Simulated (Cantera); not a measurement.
**Chlorosilane synthesis and conversion: Si + Cl2 + H2**

Feed: 1 mol Si, 2.9 mol Cl2, 20 mol H2, held at 1525 K and 975 Torr.

Cantera equilibrium calculation (NASA polynomials, part measured and part estimated; ideal gas, pure solids and liquids). Candidate condensed phases: Si; 19 gas species. The tables' values for SiCl3 are old estimates; treat these amounts as uncertain. Rates play no part.

- x(H2): 0.817
- x(HCl): 0.138
- x(SiCl2): 0.0214
- x(SiCl4): 0.00870
- x(SiCl3): 0.00792
- x(SiHCl3): 0.00583
- x(SiH2Cl2): 0.000629
- x(SiH3Cl): 2.00e-5
- x(H): 1.88e-5
- gas amount: 22.47 mol
- log10 activity of Si(s) (absent): -0.55
